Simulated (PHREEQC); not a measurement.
A column of 0.5 m (40 cells, dispersivity 0.025 m, 300 s a shift, diffusion coefficient 3e-10 m²/s) holds 0.24 eq of the database's cation exchanger X per kg of pore water, first in equilibrium with 39 mmol/kgw NaCl and 0.01 mmol/kgw HCl. It is flushed with 18 mmol/kgw LiCl, 47 mmol/kgw MgCl2, 0.79 mmol/kgw CdCl2 and 0.01 mmol/kgw HCl, at 40 °C. Values are for the last cell. No CO2 enters from the air. No solid was allowed to form.

The series has 32 steps of pore volumes, from 0 to 6.987.

The numbers come from PHREEQC with the ion-association model, phreeqc.dat.

**Question.** After how many pore volumes does Mg at the outlet first reach half of its feed value?

**Answer.** By 3.4 pore volumes.

**Question.** After how many pore volumes does Li at the outlet first reach half of its feed value?

**Answer.** By 2.3 pore volumes; it later peaks at 0.0350 mol/kgw, above the feed's 0.0180.

**Question.** After how many pore volumes does Cd at the outlet first reach half of its feed value?

**Answer.** By 3.2 pore volumes; it later peaks at 0.00272 mol/kgw, above the feed's 0.000790.

Species that the database lacks are ignored. Away from 25 °C the constants follow the database's enthalpies or fits; those with neither stay at their 25 °C values.
